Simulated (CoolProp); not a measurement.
Saturation properties of octamethylcyclotetrasiloxane (D4) (Tc = 313.4 °C, pc = 1.347 MPa, ω = 0.598).

Model: reference Helmholtz-energy equation of state, Thol 2015, in CoolProp.

| T (°C) | p (MPa) | liquid density (kg/m³) | enthalpy of vaporisation (kJ/kg) | liquid cp (kJ/(kg K)) | surface tension (mN/m) |
|---|---|---|---|---|---|
| 92.15 | 0.006267 | 872.6 | 161.4 | 1.799 | 13.1 |
| 104.35 | 0.01043 | 857.9 | 157.1 | 1.826 | 12.2 |
| 116.55 | 0.01664 | 842.9 | 152.8 | 1.853 | 11.4 |
| 128.75 | 0.02557 | 827.7 | 148.5 | 1.881 | 10.5 |
| 141.05 | 0.03814 | 812.0 | 144.0 | 1.910 | 9.68 |
| 153.25 | 0.05506 | 796.0 | 139.5 | 1.940 | 8.86 |
| 165.45 | 0.07742 | 779.6 | 134.9 | 1.970 | 8.05 |
| 177.75 | 0.1066 | 762.5 | 130.1 | 2.001 | 7.25 |
| 189.95 | 0.1434 | 745.0 | 125.1 | 2.034 | 6.47 |
| 202.15 | 0.1892 | 726.6 | 119.9 | 2.067 | 5.71 |
| 214.35 | 0.2456 | 707.3 | 114.3 | 2.103 | 4.96 |
| 226.65 | 0.3146 | 686.7 | 108.4 | 2.141 | 4.23 |
| 238.85 | 0.3969 | 664.8 | 102.0 | 2.184 | 3.52 |
| 251.05 | 0.4949 | 641.0 | 95.00 | 2.234 | 2.84 |

It boils at 175.7 °C under 1 atm.

Surface tension comes from a separate correlation (Mulero 2014), older than this fluid's equation and unchecked against measurements.
